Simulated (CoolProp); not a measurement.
Saturation properties of R227EA (Tc = 374.9 K, pc = 2.925 MPa, ω = 0.358).

Computed with CoolProp (reference Helmholtz-energy equation of state, Lemmon 2016).

```
T (K)   p (MPa)  liquid density (kg/m³)  liquid cp (kJ/(kg K))  vapour Z  surface tension (mN/m)
-----  --------  ----------------------  ---------------------  --------  ----------------------
201.9  0.004217                    1720                 0.9904    0.9950                    19.3
215.2   0.01093                    1679                  1.009    0.9899                    17.5
228.6   0.02493                    1638                  1.030    0.9817                    15.7
241.9   0.05072                    1595                  1.052    0.9697                    13.9
255.3   0.09489                    1550                  1.076    0.9530                    12.2
268.6    0.1643                    1503                  1.104    0.9313                    10.5
282      0.2687                    1453                  1.136    0.9036                    8.92
295.3    0.4164                    1400                  1.173    0.8697                    7.36
308.7    0.6204                    1341                  1.219    0.8282                    5.85
322      0.8896                    1277                  1.278    0.7784                    4.42
335.4     1.241                    1203                  1.364    0.7175                    3.06
348.7     1.685                    1114                  1.512    0.6420                    1.82
```

It boils at 256.8 K under 1 atm.

Surface tension comes from a separate correlation (Mulero 2012).
